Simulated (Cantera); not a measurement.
A closed system holds: 1 mol SiCl₄, 17 mol O₂, 0.11 mol H₂, at 1650 K and 15.0 Pa.

These are equilibrium values from Cantera (NASA tables, ideal gas, pure condensed phases), not measurements of a reactor. Candidate condensed phases: H₂O, Si, SiO₂; 30 gas species. The tables hold silica as quartz up to 1696 K and as liquid above; real silica turns to tridymite and cristobalite and melts near 1996 K. Kinetics and transport are ignored.

Base state: O₂ 0.798, Cl 0.189, HCl 0.0107, O 0.00189, Cl₂ 0.000249, OH 0.000103, H₂O 0.000101, ClO 4.26e-5 (mole fractions); condensed: SiO₂(β-quartz).

What changes in the equilibrium state with this change: temperature from 1650 K to 850 K?


```
species                before     after
-------------------  --------  --------
O₂                      0.798     0.883
Cl₂                  0.000249     0.104
HCl                    0.0107    0.0121
Cl                      0.189  0.000735
O                     0.00189     <1e-9
OH                   0.000103     <1e-9
ClO                   4.26e-5   8.46e-7
H₂O                  0.000101   1.92e-5
SiO₂(β-quartz), mol     1.000      1.00
```

What changes in the equilibrium state with this change: temperature from 1650 K to 1723 K?


```tsv
species	before	after
O₂	0.798	0.796
Cl	0.189	0.189
HCl	0.0107	0.0104
O	0.00189	0.00414
Cl₂	0.000249	0.000114
OH	0.000103	0.000222
SiO₂(β-quartz), mol	1.000	0
SiO₂(condensed), mol	0	1.000
```
